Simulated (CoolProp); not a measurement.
Vapour pressure (MPa) of CH3F (R41): the reference equation beside estimates from Tc = 44.1 °C, pc = 5.906 MPa, ω = 0.200.

The numbers come from the reference Helmholtz-energy equation of state, Lemmon 2006 in CoolProp. It is a short technical equation, of lower accuracy than the large ones.

```json
[
 {"T (°C)": "-39.25", "reference": "0.5906", "van der Waals": "1.534", "Redlich-Kwong": "0.7878", "Peng-Robinson": "0.5918"},
 {"T (°C)": "-34.45", "reference": "0.7026", "van der Waals": "1.694", "Redlich-Kwong": "0.9226", "Peng-Robinson": "0.7055"},
 {"T (°C)": "-29.65", "reference": "0.8301", "van der Waals": "1.863", "Redlich-Kwong": "1.073", "Peng-Robinson": "0.8350"},
 {"T (°C)": "-24.85", "reference": "0.9742", "van der Waals": "2.044", "Redlich-Kwong": "1.240", "Peng-Robinson": "0.9817"},
 {"T (°C)": "-20.05", "reference": "1.136", "van der Waals": "2.234", "Redlich-Kwong": "1.423", "Peng-Robinson": "1.147"},
 {"T (°C)": "-15.35", "reference": "1.314", "van der Waals": "2.432", "Redlich-Kwong": "1.621", "Peng-Robinson": "1.328"},
 {"T (°C)": "-10.55", "reference": "1.516", "van der Waals": "2.645", "Redlich-Kwong": "1.841", "Peng-Robinson": "1.534"},
 {"T (°C)": "-5.75", "reference": "1.740", "van der Waals": "2.869", "Redlich-Kwong": "2.080", "Peng-Robinson": "1.763"},
 {"T (°C)": "-0.95", "reference": "1.988", "van der Waals": "3.104", "Redlich-Kwong": "2.340", "Peng-Robinson": "2.016"},
 {"T (°C)": "3.75", "reference": "2.256", "van der Waals": "3.346", "Redlich-Kwong": "2.615", "Peng-Robinson": "2.289"},
 {"T (°C)": "8.55", "reference": "2.557", "van der Waals": "3.605", "Redlich-Kwong": "2.918", "Peng-Robinson": "2.596"},
 {"T (°C)": "13.35", "reference": "2.887", "van der Waals": "3.876", "Redlich-Kwong": "3.243", "Peng-Robinson": "2.931"},
 {"T (°C)": "18.15", "reference": "3.249", "van der Waals": "4.159", "Redlich-Kwong": "3.591", "Peng-Robinson": "3.298"},
 {"T (°C)": "22.95", "reference": "3.645", "van der Waals": "4.454", "Redlich-Kwong": "3.963", "Peng-Robinson": "3.698"}
]
```

Absolute difference from the reference over all 14 rows, mean and median: van der Waals 77.6 and 69.7 %, Redlich-Kwong 20.7 and 20.5 %, Peng-Robinson 1.1 and 1.3 %.
